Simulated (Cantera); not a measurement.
Feed: 1 mol Si, 0.71 mol F2, 3.6 mol H2, equilibrated at 650 K and 0.0133 bar.

These are equilibrium values from Cantera (NASA tables, ideal gas, pure condensed phases), not measurements of a reactor. Candidate condensed phases: Si; 25 gas species. Kinetics and transport are ignored.

Base state: H2 0.909, SiF4 0.0873, SiHF3 0.00329, SiH2F2 8.42e-5 (mole fractions); condensed: Si(s).

Q: What changes in the equilibrium state with this change: 0.12 mol HCl added?

A: 
```csv
species,before,after
H2,0.909,0.903
SiF4,0.0873,0.0854
SiCl4,0,0.00549
SiHCl3,0,0.00248
HCl,0,0.000162
SiH2Cl2,0,6.52e-5
SiHF3,0.00329,0.00322
"Si(s), mol",0.642,0.609
```
